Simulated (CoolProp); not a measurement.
Vapour-liquid equilibrium of methanol (1) + dimethyl carbonate (2) at 0.314 MPa; x and y are mole fractions of (1).

Model: multi-fluid Helmholtz-energy mixture model, de Reuck 1993 and Zhou 2011; pair parameters Bell 2016, in CoolProp.

**Question.** Give the bubble temperature and the first vapour's composition at x = 0.05, 0.35, 0.8. Is there an azeotrope?

**Answer.** x = 0.05: 395.6 K, y = 0.202; x = 0.35: 376.3 K, y = 0.630; x = 0.8: 369.6 K, y = 0.842. y crosses x between x = 0.8 and 0.95: the model has an azeotrope there.

Pair parameters are fitted to limited data, so mixtures are less certain than the pure fluids.
